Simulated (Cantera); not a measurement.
Feed: 1 mol TEOS, 5.7 mol O2, 0.99 mol O3, at 7.40 mbar.

Equilibrium computed with Cantera from the NASA thermochemical tables; the gas is ideal and each condensed phase is pure. Candidate condensed phases: C, C6H6, C7H8, C8H18, H2O, Si, SiC, SiO2; 123 gas species. The feed counts by its element totals alone. The tables hold silica as quartz up to 1696 K and as liquid above; real silica turns to tridymite and cristobalite and melts near 1996 K. The numbers say what is thermodynamically allowed, not how fast it happens.

x: gas mole fraction; n: condensed amount in mol.

```csv
T (K),x H2O,x CO,x H2,x CO2,x H,x OH,x SiO,n SiO2(β-quartz),n SiO2(condensed)
1248,0.285,0.265,0.270,0.180,2.82e-6,3.04e-8,___,1.00,0
1298,0.293,0.272,0.263,0.172,6.39e-6,9.20e-8,___,1.00,0
1348,0.299,0.279,0.256,0.166,1.36e-5,2.56e-7,___,1.00,0
1398,0.305,0.284,0.251,0.160,2.75e-5,6.61e-7,___,1.00,0
1448,0.310,0.290,0.245,0.155,5.31e-5,1.60e-6,___,1.000,0
1498,0.315,0.295,0.240,0.150,9.79e-5,3.64e-6,___,1.000,0
1548,0.320,0.299,0.236,0.145,0.000174,7.87e-6,___,1.000,0
1598,0.324,0.303,0.232,0.141,0.000298,1.62e-5,___,1.000,0
1648,0.327,0.307,0.228,0.138,0.000494,3.19e-5,___,1.000,0
1698,0.331,0.310,0.224,0.134,0.000796,6.03e-5,___,0,1.000
1748,0.334,0.313,0.221,0.131,0.00125,0.000110,___,0,0.999
1798,0.336,0.316,0.217,0.128,0.00191,0.000194,___,0,0.997
```

Problem. What belongs in the gaps?

Solution. 
- 1248, x SiO: 3.28e-11
- 1298, x SiO: 2.37e-10
- 1348, x SiO: 1.47e-9
- 1398, x SiO: 7.98e-9
- 1448, x SiO: 3.85e-8
- 1498, x SiO: 1.67e-7
- 1548, x SiO: 6.55e-7
- 1598, x SiO: 2.36e-6
- 1648, x SiO: 7.84e-6
- 1698, x SiO: 2.42e-5
- 1748, x SiO: 6.89e-5
- 1798, x SiO: 0.000184
